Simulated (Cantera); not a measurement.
Input (Python, Cantera) and output of one run.

```python
import numpy as np
import cantera as ct

gas_names = """
    H HO2 H2 H2O H2O2 O OH O2 O3 Ti TiO TiO2
""".split()
cond_names = """
    H2O(s) H2O(L) Ti(a) Ti(b) Ti(L) TiO(a) TiO(b) TiO(L) TiO2(ru) TiO2(L) Ti2O3(a) Ti2O3(b) Ti2O3(L)
    Ti3O5(a) Ti3O5(b) Ti3O5(L) Ti4O7(s) Ti4O7(L)
""".split()


# ... load() reads the species with a 1 bar reference pressure and builds the phases ...
atoms = {
    'Ti': {'Ti': 1},
    'O2': {'O': 2},
    'H2': {'H': 2},
}
top_T = {}  # K; cautious upper limits of use, not melting points


# ... equilibrate(T, P, feed) seeds the gas with the atoms and calls Mixture.equilibrate('TP', solver="vcs", rtol=1e-11, max_steps=5000) ...
results = []
feed = {'Ti': 1, 'O2': 0.16, 'H2': 30}  # mol
P = 6000  # Pa
for T in [1400, 1475, 1550, 1625, 1700, 1775, 1850, 1925, 2000, 2075, 2150]:
    mix = equilibrate(T, P, feed)
    results.append((T, P, feed, dict(zip(mix.species_names, mix.species_moles))))

top = {s: max(r[3][s] / sum(r[3][g] for g in gas_names) for r in results) for s in gas_names}
cols = sorted((s for s in top if top[s] > 0.001), key=lambda s: -top[s])[:7]
seen = [c for c in cond_names if any(r[3].get(c, 0) > 1e-12 for r in results)]
print("log10 of partial pressures in bar; condensed amounts in mol")
print(f"{'T/K':>10s}" + "".join(f"{s[:9]:>10s}" for s in cols + seen))
for T, P, feed, n in results:
    ng = sum(n[g] for g in gas_names)
    print(f"{T:10.4g}" + "".join(f"{np.log10(max(n[s] / ng * P / 1e5, 1e-99)):10.3f}" for s in cols)
          + "".join(f"{n.get(c, 0):10.4g}" for c in seen))
```

Output:

```
log10 of partial pressures in bar; condensed amounts in mol
       T/K        H2         H        Ti     Ti(b)     Ti(L)    TiO(b)    TiO(L)
      1400    -1.222    -5.924   -10.112      0.68         0      0.32         0
      1475    -1.222    -5.498    -9.239      0.68         0      0.32         0
      1550    -1.222    -5.113    -8.452      0.68         0      0.32         0
      1625    -1.222    -4.762    -7.739      0.68         0      0.32         0
      1700    -1.222    -4.443    -7.090      0.68         0      0.32         0
      1775    -1.222    -4.150    -6.497    0.6798         0      0.32         0
      1850    -1.223    -3.880    -5.953    0.6795         0      0.32         0
      1925    -1.224    -3.631    -5.453    0.6783         0    0.3199         0
      2000    -1.225    -3.401    -5.003         0    0.6751    0.3196         0
      2075    -1.227    -3.188    -4.590         0    0.6672         0    0.3188
      2150    -1.230    -2.990    -4.208         0    0.6489         0    0.3168
```

Equilibrium computed with Cantera from the NASA thermochemical tables; the gas is ideal and each condensed phase is pure. Each liquid is taken as pure. Mutual solubility and eutectic melting of coexisting phases are not modelled. TiO: taken at fixed stoichiometry. Condensed phases not in the tables: N, O or C dissolved in the metal.
